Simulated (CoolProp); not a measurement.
Values from CoolProp's reference Helmholtz-energy equation of state, Zhou 2012.

Question: Give the vapour pressure (MPa), enthalpy of vaporisation (kJ/kg), vapour viscosity (µPa s) of saturated p-xylene at 524.5 K.

Answer: 
```tsv
T (K)	p (MPa)	enthalpy of vaporisation (kJ/kg)	vapour viscosity (µPa s)
524.5	1.01	248	11.3
```

Viscosity comes from a separate model (Balogun 2015).
